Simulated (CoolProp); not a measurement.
Carbon monoxide along the isotherm -169.55 °C: density (kg/m³) from the reference equation and from simpler models built on Tc = -140.3 °C, pc = 3.498 MPa, ω = 0.050; each cubic takes its own stable root.

Model: reference Helmholtz-energy equation of state, Lemmon 2006, in CoolProp. It is a short technical equation, of lower accuracy than the large ones.

```csv
p (MPa),phase,reference,van der Waals,Soave-Redlich-Kwong,Peng-Robinson
0.0553,gas,1.818,1.814,1.818,1.819
0.0894,gas,2.959,2.948,2.960,2.963
0.144,gas,4.821,4.790,4.822,4.832
0.233,gas,7.954,7.866,7.955,7.981
0.377,gas,13.31,13.05,13.31,13.38
0.609,gas,22.92,22.06,22.87,23.08
0.984,liquid,687.3,39.01,669.0,758.1
1.59,liquid,690.6,472.3,674.0,763.2
2.57,liquid,695.6,481.5,681.7,771.0
4.15,liquid,703.2,493.5,692.7,782.3
6.7,liquid,714.0,508.6,708.1,798.2
10.8,liquid,729.1,526.7,728.5,819.3
17.5,liquid,749.5,547.6,754.4,846.2
```

At some of these states van der Waals gives the other phase, because its saturation line lies elsewhere.
